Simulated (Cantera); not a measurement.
Predominance diagram of Ta at 1025 K against the partial pressures of O2 and CO (log10, bar). Cantera with NASA thermochemical tables; ideal gases at 1 bar, condensed phases pure. Candidates: Ta(s), TaC(s), Ta2O5(s). Only these pure phases compete in this equilibrium. TaC: taken at fixed stoichiometry. Not in the tables: Ta2C.

```
log p(CO) \ log p(O2)
        columns: -29, -27.2, -25.4, -23.6, -21.8, -19.9, -18.1, -16.3, -14.5, -12.7, -10.9, -9.1, -7.2, -5.4, -3.6, -1.8, 0
      0  A A A A A B B A A A A A A A A A A
   -2.1  A A A B B B B B B A A A A A A A A
   -4.2  C B B B B B B B B B B A A A A A A
   -6.3  C B B B B B B B B B B B B B A A A
   -8.4  B B B B B B B B B B B B B B B B A
  -10.5  B B B B B B B B B B B B B B B B B
  -12.6  B B B B B B B B B B B B B B B B B
  -14.7  B B B B B B B B B B B B B B B B B
  -16.8  B B B B B B B B B B B B B B B B B
  -18.9  B B B B B B B B B B B B B B B B B
    -21  B B B B B B B B B B B B B B B B B
```

A: out of reach (another gas would pass 10 bar, or a non-metal would condense); B: Ta2O5(s); C: TaC(s).
